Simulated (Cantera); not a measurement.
A closed system holds: 1 mol MgSO4, a varied amount of H2O, 0.01 mol O2, at 925 K and 0.600 Torr.

Points: n(H2O) (mol) = 0.042, 0.077, 0.14, 0.25, 0.45, 0.82, 1.5, 2.7, 4.8.

Cantera's Mixture.equilibrate('TP', solver="vcs", rtol=1e-11, max_steps=5000) on the NASA tables stopped like this:

```
ERROR: FAILURE its = 5001!

*******************************************************************************
CanteraError thrown by MultiPhase::equilibrate:
VCS solver failed. Return code: -1
*******************************************************************************
```

Problem. What got this run through?

Solution. Several could match; the one computed here: The failure is numerical, not chemical. The same input converged with solver="gibbs", rtol=1e-10, max_steps=50000, and the result passed a check of the equilibrium conditions:
```
log10 of partial pressures in bar; condensed amounts in mol
    n(H2O)       H2O        O2       SO2    MgO(s)  MgSO4(s)
     0.042    -3.195    -3.810    -5.238 0.0004022    0.9996
     0.077    -3.156    -4.025    -5.130 0.0008547    0.9991
      0.14    -3.135    -4.243    -5.021  0.001883    0.9981
      0.25    -3.124    -4.443    -4.921  0.004099    0.9959
      0.45    -3.119    -4.616    -4.835  0.008849    0.9912
      0.82    -3.116    -4.748    -4.769   0.01863    0.9814
       1.5    -3.116    -4.837    -4.724    0.0376    0.9624
       2.7    -3.115    -4.890    -4.698   0.07183    0.9282
       4.8    -3.115    -4.921    -4.682    0.1322    0.8678
```

The gas is ideal and each condensed phase is pure.
